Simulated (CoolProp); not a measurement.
Vapour-liquid equilibrium of R152A (1) + methanol (2) at 5.05 °C; x and y are mole fractions of (1).

Computed with CoolProp (multi-fluid Helmholtz-energy mixture model, Outcalt 1996 and de Reuck 1993; pair parameters Bell 2016).

```json
[
 {"x": "0.05", "bubble pressure, mixture model (MPa)": "0.07663", "bubble pressure, Raoult's law (MPa)": "0.02103", "y, mixture model": "0.928", "y, Raoult's law": "0.750"},
 {"x": "0.15", "bubble pressure, mixture model (MPa)": "0.1484", "bubble pressure, Raoult's law (MPa)": "0.05201", "y, mixture model": "0.964", "y, Raoult's law": "0.909"},
 {"x": "0.25", "bubble pressure, mixture model (MPa)": "0.1773", "bubble pressure, Raoult's law (MPa)": "0.08299", "y, mixture model": "0.970", "y, Raoult's law": "0.950"},
 {"x": "0.35", "bubble pressure, mixture model (MPa)": "0.1918", "bubble pressure, Raoult's law (MPa)": "0.1140", "y, mixture model": "0.973", "y, Raoult's law": "0.968"},
 {"x": "0.45", "bubble pressure, mixture model (MPa)": "0.2029", "bubble pressure, Raoult's law (MPa)": "0.1449", "y, mixture model": "0.975", "y, Raoult's law": "0.979"},
 {"x": "0.55", "bubble pressure, mixture model (MPa)": "0.2151", "bubble pressure, Raoult's law (MPa)": "0.1759", "y, mixture model": "0.977", "y, Raoult's law": "0.986"},
 {"x": "0.65", "bubble pressure, mixture model (MPa)": "0.2302", "bubble pressure, Raoult's law (MPa)": "0.2069", "y, mixture model": "0.981", "y, Raoult's law": "0.991"},
 {"x": "0.75", "bubble pressure, mixture model (MPa)": "0.2491", "bubble pressure, Raoult's law (MPa)": "0.2379", "y, mixture model": "0.985", "y, Raoult's law": "0.994"},
 {"x": "0.85", "bubble pressure, mixture model (MPa)": "0.2722", "bubble pressure, Raoult's law (MPa)": "0.2689", "y, mixture model": "0.990", "y, Raoult's law": "0.997"},
 {"x": "0.95", "bubble pressure, mixture model (MPa)": "0.2997", "bubble pressure, Raoult's law (MPa)": "0.2998", "y, mixture model": "0.996", "y, Raoult's law": "0.999"}
]
```

The largest gap from Raoult's law is +264.4 % in bubble pressure, at x = 0.05. No azeotrope shows between x = 0.05 and 0.95.

The pair parameters rest on a limited set of measurements; away from them the model extrapolates. With so large a gap from Raoult's law the liquid may split in two, which this calculation doesn't test in full.
